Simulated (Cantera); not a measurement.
An adiabatic, constant-volume homogeneous reactor starts with CH4 : O2 : N2 = 1 : 1.33 : 8 (molar parts), equivalence ratio 1.5, at 1575 K and 1.18 atm.

Cantera simulation using GRI-Mech 3.0 (53 species, 325 reactions); the numbers are that mechanism's predictions, not measurements.

x: mole fraction; the columns are a selection and need not sum to one.

```json
[
 {"t (s)": "4.00e-6", "T (K)": "1575", "P (bar)": "1.20", "x CH4": "0.0968", "x O2": "0.129", "x CO2": "4.54e-12", "x HCO": "<1e-12", "x C2H6": "8.44e-11", "x N2O": "1.74e-12", "x H": "4.06e-8"},
 {"t (s)": "8.75e-6", "T (K)": "1575", "P (bar)": "1.20", "x CH4": "0.0968", "x O2": "0.129", "x CO2": "3.33e-11", "x HCO": "2.58e-12", "x C2H6": "1.00e-9", "x N2O": "6.70e-12", "x H": "4.31e-8"},
 {"t (s)": "1.91e-5", "T (K)": "1575", "P (bar)": "1.20", "x CH4": "0.0968", "x O2": "0.129", "x CO2": "2.90e-10", "x HCO": "1.54e-11", "x C2H6": "1.22e-8", "x N2O": "2.73e-11", "x H": "4.96e-8"},
 {"t (s)": "4.18e-5", "T (K)": "1575", "P (bar)": "1.20", "x CH4": "0.0968", "x O2": "0.129", "x CO2": "3.19e-9", "x HCO": "1.11e-10", "x C2H6": "1.64e-7", "x N2O": "1.09e-10", "x H": "6.84e-8"},
 {"t (s)": "9.15e-5", "T (K)": "1575", "P (bar)": "1.20", "x CH4": "0.0967", "x O2": "0.129", "x CO2": "4.41e-8", "x HCO": "1.06e-9", "x C2H6": "2.54e-6", "x N2O": "3.77e-10", "x H": "1.30e-7"},
 {"t (s)": "0.000200", "T (K)": "1576", "P (bar)": "1.20", "x CH4": "0.0963", "x O2": "0.129", "x CO2": "6.74e-7", "x HCO": "1.22e-8", "x C2H6": "3.85e-5", "x N2O": "1.09e-9", "x H": "3.76e-7"},
 {"t (s)": "0.000437", "T (K)": "1584", "P (bar)": "1.21", "x CH4": "0.0940", "x O2": "0.127", "x CO2": "1.06e-5", "x HCO": "1.57e-7", "x C2H6": "0.000386", "x N2O": "4.53e-9", "x H": "1.94e-6"},
 {"t (s)": "0.000956", "T (K)": "2749", "P (bar)": "2.26", "x CH4": "<1e-12", "x O2": "…", "x CO2": "0.0218", "x HCO": "1.82e-7", "x C2H6": "<1e-12", "x N2O": "…", "x H": "…"},
 {"t (s)": "0.00209", "T (K)": "2759", "P (bar)": "2.26", "x CH4": "<1e-12", "x O2": "0.000727", "x CO2": "0.0216", "x HCO": "1.70e-7", "x C2H6": "<1e-12", "x N2O": "1.47e-7", "x H": "0.0110"},
 {"t (s)": "0.00457", "T (K)": "2757", "P (bar)": "2.26", "x CH4": "<1e-12", "x O2": "0.000712", "x CO2": "0.0216", "x HCO": "1.70e-7", "x C2H6": "<1e-12", "x N2O": "1.55e-7", "x H": "0.0109"},
 {"t (s)": "0.0100", "T (K)": "2757", "P (bar)": "2.26", "x CH4": "<1e-12", "x O2": "0.000711", "x CO2": "0.0216", "x HCO": "1.70e-7", "x C2H6": "<1e-12", "x N2O": "1.55e-7", "x H": "0.0109"},
 {"t (s)": "0.0219", "T (K)": "2757", "P (bar)": "2.26", "x CH4": "<1e-12", "x O2": "0.000711", "x CO2": "0.0216", "x HCO": "1.70e-7", "x C2H6": "<1e-12", "x N2O": "1.55e-7", "x H": "0.0109"},
 {"t (s)": "0.0478", "T (K)": "2757", "P (bar)": "2.26", "x CH4": "<1e-12", "x O2": "0.000711", "x CO2": "0.0216", "x HCO": "1.70e-7", "x C2H6": "<1e-12", "x N2O": "1.55e-7", "x H": "0.0109"},
 {"t (s)": "0.105", "T (K)": "2757", "P (bar)": "2.26", "x CH4": "<1e-12", "x O2": "0.000711", "x CO2": "0.0216", "x HCO": "1.70e-7", "x C2H6": "<1e-12", "x N2O": "1.55e-7", "x H": "0.0109"},
 {"t (s)": "0.229", "T (K)": "2757", "P (bar)": "2.26", "x CH4": "<1e-12", "x O2": "0.000711", "x CO2": "0.0216", "x HCO": "1.70e-7", "x C2H6": "<1e-12", "x N2O": "1.55e-7", "x H": "0.0109"},
 {"t (s)": "0.500", "T (K)": "2757", "P (bar)": "2.26", "x CH4": "<1e-12", "x O2": "0.000711", "x CO2": "0.0216", "x HCO": "1.70e-7", "x C2H6": "<1e-12", "x N2O": "1.55e-7", "x H": "0.0109"}
]
```

Task: Fill in the missing entries.

Result: 
- 0.000956, x O2: 0.000932
- 0.000956, x N2O: 1.25e-7
- 0.000956, x H: 0.0123
